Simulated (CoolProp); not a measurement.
Diethyl ether at several states: Z from the reference equation and from simpler models built on Tc = 194.7 °C, pc = 3717 kPa, ω = 0.282; each cubic takes its own stable root.

Model: reference Helmholtz-energy equation of state, Thol 2014, in CoolProp.

```
T (°C)  p (kPa)   phase  reference
------  -------  ------  ---------
175.55      301     gas     0.9674
228.35      784     gas     0.9416
256.05       61     gas     0.9964
12.05     15700  liquid     0.6630
106.25      324     gas     0.9336
```

Problem. How far does each simpler model (van der Waals, Redlich-Kwong) lie from the reference over these 5 states: mean and median of the absolute difference, and the worst?

Solution. 
- van der Waals: mean 12.4 %, median 0.6 %, worst +59.0 % at 12.05 °C and 15700 kPa
- Redlich-Kwong: mean 2.5 %, median 0.3 %, worst +11.2 % at 12.05 °C and 15700 kPa
